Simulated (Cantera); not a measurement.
Input: 1 mol SiHCl3, 0.011 mol CH4, 16 mol H2, equilibrated at 2073.15 K and 50.0 mbar.

Equilibrium computed with Cantera from the NASA thermochemical tables; the gas is ideal and each condensed phase is pure. Candidate condensed phases: C, C6H6, C7H8, C8H18, Si, SiC; 109 gas species. Mutual solubility and eutectic melting of coexisting phases are not modelled. The tables' values for SiCl, SiCl3 are old estimates; treat these amounts as uncertain. Gases not in the tables: Si2H6 and higher silanes. The numbers say what is thermodynamically allowed, not how fast it happens.

Base state: H2 0.851, HCl 0.105, SiCl2 0.0287, H 0.0109, Si 0.00200, SiCl 0.00108, Cl 0.000991, SiH 0.000237 (mole fractions); condensed: Si(l) + SiC(s).

Q: What changes in the equilibrium state with this change: temperature from 2073.15 K to 2173 K?

A: 
| species | before | after |
|---|---|---|
| H2 | 0.851 | 0.837 |
| HCl | 0.105 | 0.106 |
| SiCl2 | 0.0287 | 0.0266 |
| H | 0.0109 | 0.0197 |
| Si | 0.00200 | 0.00566 |
| Si2C | 7.37e-5 | 0.000302 |
| Si2 | 2.45e-5 | 8.59e-5 |
| Si(l), mol | 0.400 | 0.335 |
| SiC(s), mol | 0.00943 | 0.00459 |
